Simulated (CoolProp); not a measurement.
Computed with CoolProp (reference Helmholtz-energy equation of state, Thol 2018).

Problem. Give the vapour pressure (kPa), liquid density (kg/m³), vapour density (kg/m³) of saturated hydrogen chloride at -32.45, 43.45 °C.

Solution. 
| T (°C) | p (kPa) | liquid density (kg/m³) | vapour density (kg/m³) |
|---|---|---|---|
| -32.45 | 994 | 1040 | 20.9 |
| 43.45 | 7050 | 665 | 218 |
